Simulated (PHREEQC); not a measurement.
A solution holds 5.8 mmol/kgw Cu(BF4)2, 12 mmol/kgw H2SO4 and 29 mmol/kgw H3BO3, at 25 °C. Closed to the air; pH follows from the charge balance.

All values are PHREEQC results (ion-association model, phreeqc.dat), not measurements.

This is a speciation only: nothing precipitates in the calculation.

### Question
What pH, ionic strength does the model give?

### Answer
pH 1.79; ionic strength 0.0377 mol/kgw.

### Question
In which forms is S present?

### Answer
SO4-2 46 %, HSO4- 43 %, CuSO4 11 % of the S.

Complexes and solids missing from the database can't appear. Real BF4- forms and hydrolyses slowly; the run takes it at equilibrium.
